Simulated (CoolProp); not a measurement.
The numbers come from the reference Helmholtz-energy equation of state, Pan 2012 in CoolProp.

Problem. For R236FA, give the phase and the Z, speed of sound (m/s), Joule-Thomson coefficient (K/MPa) at 344.7 K and 15.2 bar; 214 K and 17.8 bar.

Solution. 
- 344.7 K and 15.2 bar: liquid; Z 0.0681, speed of sound 343, Joule-Thomson coefficient 0.244
- 214 K and 17.8 bar: liquid; Z 0.0940, speed of sound 897, Joule-Thomson coefficient -0.339
